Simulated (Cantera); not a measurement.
Input: 1 mol borazine, 17 mol N2, held at 2052 °C and 58000 Pa.

Equilibrium computed with Cantera from the NASA thermochemical tables; the gas is ideal and each condensed phase is pure. Candidate condensed phases: B, BN; 15 gas species. The feed counts by its element totals alone. The tables' values for BH2 are old estimates; treat these amounts as uncertain. The numbers say what is thermodynamically allowed, not how fast it happens.

Base state: N2 0.848, H2 0.147, H 0.00553, BH2 4.22e-5 (mole fractions); condensed: BN(s).

Task: What changes in the equilibrium state with this change: temperature from 2052 °C to 502 °C?

Result: 
```tsv
species	before	after
N2	0.848	0.850
H2	0.147	0.150
NH3	3.79e-7	0.000120
H	0.00553	<1e-9
BH2	4.22e-5	<1e-9
BN(s), mol	3.00	3.00
```
